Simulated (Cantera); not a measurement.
Feed: 1 mol CO, 0.11 mol NH₃, 1.7 mol N₂, at 1 atm.

Cantera equilibrium calculation (NASA polynomials, part measured and part estimated; ideal gas, pure solids and liquids). Candidate condensed phases: C, C₆H₆, C₇H₈, C₈H₁₈, H₂O; 169 gas species. Ions and electrons are included (thermal ionisation). Rates play no part. All values below are at 3477 °C.

Base state: N₂ 0.573, CO 0.326, H 0.0910, H₂ 0.00835, N 0.000505, O 0.000174, CN 0.000143, HCN 7.23e-5 (mole fractions); condensed: gas only.

Task: What changes in the equilibrium state with this change: CO replaced by C?

Result: 
```
species    before     after
-------  --------  --------
N₂          0.573     0.691
H          0.0910    0.0805
C₃        1.14e-9    0.0771
CO          0.326         0
C₂        7.17e-8    0.0119
CN       0.000143    0.0639
C         2.78e-5    0.0113
HCN       7.23e-5    0.0286
C₅          <1e-9   0.00503
C₄          <1e-9   0.00113
C₄N₂        <1e-9  0.000257
```

Task: What changes in the equilibrium state with this change: NH₃ from 0.11 to 0.022 mol?

Result: 
```csv
species,before,after
N₂,0.573,0.616
CO,0.326,0.360
H,0.0910,0.0227
H₂,0.00835,0.000519
OH,2.80e-5,6.65e-6
HCN,7.23e-5,2.16e-5
HNC,2.18e-5,6.53e-6
CN,0.000143,0.000171
```
